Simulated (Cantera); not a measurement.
An adiabatic, constant-pressure homogeneous reactor starts with CH4 : O2 : N2 : C2H6 = 1 : 6.45 : 24.3 : 0.29 (molar parts), at 1673 K and 760 Torr.

Model: GRI-Mech 3.0 (53 species, 325 reactions), integrated in Cantera.

Q: Predict: time of steepest temperature rise; temperature at 6.00 s; equilibrium temperature; x(O2) at 6.00 s; x(NO2) at 6.00 s; x(CO2) at 6.00 s; x(NO) at 6.00 s.

A: 
```json
{
 "time_of_steepest_temperature_rise": "42.7 µs",
 "temperature at 6.00 s": "2490 K",
 "equilibrium_temperature": "2490 K",
 "x(O2) at 6.00 s": "0.0970 (gas-phase equilibrium 0.0970)",
 "x(NO2) at 6.00 s": "9.17e-6 (gas-phase equilibrium 9.17e-6)",
 "x(CO2) at 6.00 s": "0.0438 (gas-phase equilibrium 0.0438)",
 "x(NO) at 6.00 s": "0.0149 (gas-phase equilibrium 0.0149)"
}
```
